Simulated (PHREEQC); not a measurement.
Copper plating or etch bath: an equilibrium model

Solution (25 °C): 1.9 mmol/kgw CuCl2, 35 mmol/kgw H2SO4 and 0.1 mmol/kgw H3BO3. Closed to the air; pH follows from the charge balance.

All values are PHREEQC results (ion-association model, phreeqc.dat), not measurements.

Each row changes one thing in this solution. This is a speciation only: nothing precipitates in the calculation.

```tsv
case	pH	ionic strength (mol/kgw)	HSO4- (mol/kgw)	SO4-2 (mol/kgw)	Cu+2 (mol/kgw)	CuSO4 (mol/kgw)
as made	1.40	0.0620	0.0232	0.0112	0.00131	0.000585
H3BO3 from 0.0001 to 0.00011 mol/kgw	1.40	0.0620	0.0232	0.0112	0.00131	0.000585
CuCl2 from 0.0019 to 0.00095 mol/kgw	1.40	0.0598	?	?	0.000650	?
CuCl2 replaced by Cu(NO3)2 at the same molality	1.40	0.0620	0.0232	0.0112	0.00131	0.000587
diluted 2-fold with water	1.66	0.0348	?	0.00751	0.000673	0.000275
```

### Question
Complete the blanks.

### Answer

- CuCl2 from 0.0019 to 0.00095 mol/kgw, HSO4- (mol/kgw): 0.0234
- CuCl2 from 0.0019 to 0.00095 mol/kgw, SO4-2 (mol/kgw): 0.0113
- CuCl2 from 0.0019 to 0.00095 mol/kgw, CuSO4 (mol/kgw): 0.000298
- diluted 2-fold with water, HSO4- (mol/kgw): 0.00971
